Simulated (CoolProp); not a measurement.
Vapour-liquid equilibrium of R134a (1) + R1234ze(E) (2) at 222.1 K; x and y are mole fractions of (1).

Model: multi-fluid Helmholtz-energy mixture model, Tillner-Roth 1994 and Thol 2016; pair parameters Bell 2022, in CoolProp.

| x | bubble pressure (kPa) | y at the bubble point | dew pressure at overall composition x (kPa) | liquid density (mol/L) |
|---|---|---|---|---|
| 0.05 | 20.48 | 0.087 | 20.12 | 12.18 |
| 0.125 | 21.56 | 0.197 | 20.85 | 12.32 |
| 0.2 | 22.50 | 0.290 | 21.59 | 12.46 |
| 0.275 | 23.31 | 0.372 | 22.34 | 12.61 |
| 0.35 | 24.02 | 0.446 | 23.09 | 12.75 |
| 0.425 | 24.65 | 0.514 | 23.82 | 12.91 |
| 0.5 | 25.21 | 0.579 | 24.52 | 13.06 |
| 0.575 | 25.71 | 0.642 | 25.17 | 13.22 |
| 0.65 | 26.16 | 0.704 | 25.77 | 13.39 |
| 0.725 | 26.56 | 0.766 | 26.30 | 13.55 |
| 0.8 | 26.92 | 0.828 | 26.77 | 13.73 |
| 0.875 | 27.24 | 0.891 | 27.17 | 13.90 |
| 0.95 | 27.53 | 0.956 | 27.50 | 14.08 |

No azeotrope shows between x = 0.05 and 0.95.

The pair parameters rest on a limited set of measurements; away from them the model extrapolates.
